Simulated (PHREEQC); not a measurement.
Model water analysis in mg/L, 25 °C, pH 6.5, pe 11.7:

```
constituent          mg/L
------------------  -----
Na                   2700
K                    29.2
Ca                   90.8
Mg                    467
Cl                   4790
S(6) as SO4          1350
Alkalinity as HCO3  0.815
F                   0.656
```

Cl is adjusted to close the charge balance.
Valence states are taken as typed.

All values are PHREEQC results (ion-association model, phreeqc.dat), not measurements.

**Question.** The ionic strength comes out as 0.180 mol/kgw. What activity coefficients do Mg+2, F-, SO4-2, Cl-, KSO4- get?

**Answer.** Mg+2 0.35, F- 0.71, SO4-2 0.30, Cl- 0.72, KSO4- 0.75.

No solid was allowed to form.
